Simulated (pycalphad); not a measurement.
# Freezing of Si-Cu alloys with rising Cu

Source of the numbers: pycalphad with the COST 507 light-alloy database (1999); pressure 1 atm. These are 1990s assessments: newer ones move some temperatures and phases. Phase fractions are per mole of atoms.

Scheil-Gulliver runs (no diffusion in the solid, steps of 4 K) beside full equilibrium.

| alloy | liquidus (K) | Scheil, half solid (K) | Scheil, 80 % solid (K) | Scheil, invariant end (K) | liquid left at that end | equilibrium solidus (K) |
|---|---|---|---|---|---|---|
| Si-20.09Cu (wt.%) | … | … | … | 1074 | … | 1074 |
| Si-28.54Cu (wt.%) | 1599 | 1494 | at the invariant end | 1074 | 0.22 | 1074 |
| Si-36.13Cu (wt.%) | 1565 | 1421 | at the invariant end | 1074 | 0.29 | 1074 |
| Si-49.23Cu (wt.%) | 1494 | 1235 | at the invariant end | 1074 | 0.43 | 1074 |

Task: Fill in the missing entries.

Result: 
- Si-20.09Cu (wt.%), liquidus (K): 1632
- Si-20.09Cu (wt.%), Scheil, half solid (K): 1565
- Si-20.09Cu (wt.%), Scheil, 80 % solid (K): 1341
- Si-20.09Cu (wt.%), liquid left at that end: 0.14
